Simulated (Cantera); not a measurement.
Input (Python, Cantera) and output of one run.

```python
import numpy as np
import cantera as ct

gas_names = """
    CL CL2 H HCL H2 N NH NH2 NH3 N2 N2H2 N2H4 Si SiCL SiCL2 SiCL3 SiCL4 SiH SiHCL3 SiH2 SiH2CL2 SiH3
    SiH3CL SiH4 SiN Si2 Si2N Si3
""".split()
cond_names = """
    NH4CL(a) NH4CL(b) Si(cr) Si(L) Si3N4(a)
""".split()


# ... load() reads the species with a 1 bar reference pressure and builds the phases ...
atoms = {
    'SiH2Cl2': {'Si': 1, 'H': 2, 'CL': 2},
    'NH3': {'N': 1, 'H': 3},
    'N2': {'N': 2},
}
top_T = {'Si3N4(a)': 2400}  # K; cautious upper limits of use, not melting points


# ... equilibrate(T, P, feed) seeds the gas with the atoms and calls Mixture.equilibrate('TP', solver="vcs", rtol=1e-11, max_steps=5000) ...
results = []
feed = {'SiH2Cl2': 1, 'NH3': 29, 'N2': 31}  # mol
P = 380  # Pa
for T in [975, 1075, 1175, 1275, 1375, 1475, 1575, 1675, 1775, 1875, 1975, 2075]:
    mix = equilibrate(T, P, feed)
    results.append((T, P, feed, dict(zip(mix.species_names, mix.species_moles))))

top = {s: max(r[3][s] / sum(r[3][g] for g in gas_names) for r in results) for s in gas_names}
cols = sorted((s for s in top if top[s] > 0.001), key=lambda s: -top[s])[:5]
seen = [c for c in cond_names if any(r[3].get(c, 0) > 1e-12 for r in results)]
print("log10 of partial pressures in bar; condensed amounts in mol")
print(f"{'T/K':>10s}" + "".join(f"{s[:9]:>10s}" for s in cols + seen))
for T, P, feed, n in results:
    ng = sum(n[g] for g in gas_names)
    print(f"{T:10.4g}" + "".join(f"{np.log10(max(n[s] / ng * P / 1e5, 1e-99)):10.3f}" for s in cols)
          + "".join(f"{n.get(c, 0):10.4g}" for c in seen))
```

Result:

```
log10 of partial pressures in bar; condensed amounts in mol
       T/K        N2        H2         H       HCL        Si     Si(L)  Si3N4(a)
       975    -2.724    -2.738   -10.310    -4.075   -22.059         0    0.3333
      1075    -2.724    -2.738    -9.202    -4.075   -18.589         0    0.3333
      1175    -2.724    -2.738    -8.280    -4.075   -15.715         0    0.3333
      1275    -2.724    -2.738    -7.501    -4.075   -13.295         0    0.3331
      1375    -2.724    -2.738    -6.834    -4.077   -11.232         0    0.3321
      1475    -2.724    -2.738    -6.256    -4.083    -9.452         0    0.3276
      1575    -2.724    -2.737    -5.750    -4.103    -7.901         0    0.3131
      1675    -2.724    -2.737    -5.304    -4.151    -6.539         0    0.2777
      1775    -2.722    -2.741    -4.909    -4.175    -5.659    0.7401         0
      1875    -2.724    -2.745    -4.556    -4.172    -5.043    0.5638         0
      1975    -2.728    -2.753    -4.240    -4.174    -4.517         0         0
      2075    -2.732    -2.764    -3.957    -4.142    -4.453         0         0
```

Cantera equilibrium calculation (NASA polynomials, part measured and part estimated; ideal gas, pure solids and liquids). The tables' values for SiCl, SiN are old estimates; treat these amounts as uncertain. Gases not in the tables: Si2H6 and higher silanes.
